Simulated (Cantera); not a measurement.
# Adiabatic ignition

An adiabatic, constant-pressure homogeneous reactor starts with 6.80 % CH4, 1.97 % C2H6, 0.231 % C3H8, 10.8 % O2, 80.2 % N2, equivalence ratio 2.0, at 1650 K and 17300 Torr.

Detailed kinetics in Cantera: GRI-Mech 3.0 (53 species, 325 reactions). The pressure lies above the range GRI-Mech 3.0 was tuned for (to about 10 atm).

```tsv
t (s)	T (K)	x CH4	x C2H6	x C3H8	x HCN	x CH3	x N2O
3.00e-6	1655	0.0650	0.0157	0.00159	7.95e-11	0.000885	1.64e-8
9.27e-6	1878	0.0387	0.00209	6.08e-5	4.74e-8	0.00225	1.83e-7
2.86e-5	2395	0.00200	1.07e-6	3.87e-10	6.51e-5	0.000420	8.15e-9
8.84e-5	2385	0.00101	2.31e-7	3.81e-11	8.72e-5	0.000188	1.08e-8
0.000273	2377	0.000160	5.15e-9	<1e-12	6.41e-5	2.71e-5	2.15e-8
0.000844	2375	4.59e-8	<1e-12	<1e-12	1.03e-5	7.76e-9	2.02e-8
0.00261	2376	3.75e-9	<1e-12	<1e-12	3.49e-6	6.39e-10	7.82e-9
0.00805	2376	3.64e-9	<1e-12	<1e-12	1.76e-6	6.20e-10	5.14e-9
0.0249	2376	3.63e-9	<1e-12	<1e-12	1.54e-6	6.19e-10	4.92e-9
0.0769	2376	3.63e-9	<1e-12	<1e-12	1.54e-6	6.19e-10	4.92e-9
0.237	2376	3.63e-9	<1e-12	<1e-12	1.54e-6	6.19e-10	4.92e-9
0.734	2376	3.63e-9	<1e-12	<1e-12	1.54e-6	6.19e-10	4.92e-9
2.27	2376	3.63e-9	<1e-12	<1e-12	1.54e-6	6.19e-10	4.92e-9
7.00	2376	3.63e-9	<1e-12	<1e-12	1.54e-6	6.19e-10	4.92e-9
```
x: mole fraction; the columns are a selection and need not sum to one.

```
Property                                                            Result
---------------------------------  ---------------------------------------
time of steepest temperature rise                                  11.3 µs
temperature at 7.00 s                                               2376 K
equilibrium temperature                                             2376 K
x(CH4) at 7.00 s                   3.63e-9 (gas-phase equilibrium 4.04e-9)
x(C2H6) at 7.00 s                    <1e-12 (gas-phase equilibrium <1e-12)
x(C3H8) at 7.00 s                    <1e-12 (gas-phase equilibrium <1e-12)
```
